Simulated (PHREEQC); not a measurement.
1 kg of water holding 0.0017 mol Na2B4O7, 0.0052 mol KCl, 0.34 mol NaCl and 0.019 mol Na2SO4 is evaporated at 25 °C; the solids stay in contact with the brine. The system is closed to CO2. Only these solids could form: Arcanite, Glaserite, Halite, Mirabilite, Misenite, Sylvite, Thenardite, Borax, Boric_acid,s, KB5O8:4H2O, K2B4O7:4H2O, NaBO2:4H2O, NaB5O8:5H2O, Teepleite.

The series has 28 steps of water left (kg), from 1 to 0.004949.

Computed with PHREEQC (Pitzer model, pitzer.dat).

Problem. Which solids form, in which order, and at which step of the series does each first stand?

Solution. Halite from water left = 0.0528 kg (pH 8.27); Borax from water left = 0.02936 kg (pH 8.32); Thenardite from water left = 0.02411 kg (pH 8.33).
